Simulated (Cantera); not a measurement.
Mixture: CH3OH : O2 : N2 : H2O = 1 : 1.36 : 5.13 : 0.25 (molar parts), at 0.620 bar, adiabatic and at constant pressure. Ignition delay is the time to a rise of 400 K.

Detailed kinetics in Cantera: GRI-Mech 3.0 (53 species, 325 reactions). GRI-Mech 3.0 was tuned for natural gas; its chemistry of methanol as a main component is partial and can be far from experiment.

### Question
What does this change do: H2O 0.25 to 0.59 parts?

### Answer
```csv
quantity,before,after
delay at 1175 K,20.0 ms,18.2 ms
delay at 1275 K,4.16 ms,3.79 ms
delay at 1375 K,1.13 ms,1.03 ms
delay at 1475 K,0.388 ms,0.351 ms
delay at 1575 K,0.160 ms,0.144 ms
apparent activation energy between 1475 and 1575 K,170 kJ/mol,170 kJ/mol
```
